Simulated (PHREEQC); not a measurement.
A PHREEQC input (ion-association model, phreeqc.dat):

```
SOLUTION 1
  temp 25
  units mg/kgw
  pH 7.38 charge
  pe 12
  Na 97.4
  K 651
  Ca 300
  Mg 18.5
  Cl 820
  S(6) 49.7 as SO4
  Alkalinity 723 as HCO3
  Br 10.7
END
USE solution 1
EQUILIBRIUM_PHASES 1
  Quartz 0 0.5
  CO2(g) -2 10
END
```

It stops with these messages:

```
ERROR: pH adustment cannot attain charge balance when alkalinity is fixed.
ERROR: Program terminating due to input errors.
```

The fault: pH asked from the charge balance while alkalinity is fixed. The line should read `pH 7.38` where the input has `pH 7.38 charge`. With the mend the run ends at pH 7.78 and ionic strength 0.0436 mol/kgw.
